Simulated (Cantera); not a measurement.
An adiabatic, constant-volume homogeneous reactor starts with 6.28 % C₃H₈, 19.6 % O₂, 74.1 % N₂, equivalence ratio 1.6, at 1025 K and 0.987 atm.

Detailed kinetics in Cantera: GRI-Mech 3.0 (53 species, 325 reactions). GRI-Mech 3.0 was tuned for natural gas; its chemistry of propane as a main component is partial and can be far from experiment.

Problem. Predict: time of steepest temperature rise; temperature at 8.00 s; equilibrium temperature; x(O₂) at 8.00 s; x(H₂O₂) at 8.00 s; x(N₂O) at 8.00 s.

Solution. 
```
Property                                                               Value
---------------------------------  -----------------------------------------
time of steepest temperature rise                                    0.319 s
temperature at 8.00 s                                                 2752 K
equilibrium temperature                                               2752 K
x(O₂) at 8.00 s                    0.000334 (gas-phase equilibrium 0.000334)
x(H₂O₂) at 8.00 s                    4.93e-8 (gas-phase equilibrium 4.93e-8)
x(N₂O) at 8.00 s                     1.09e-7 (gas-phase equilibrium 1.09e-7)
```
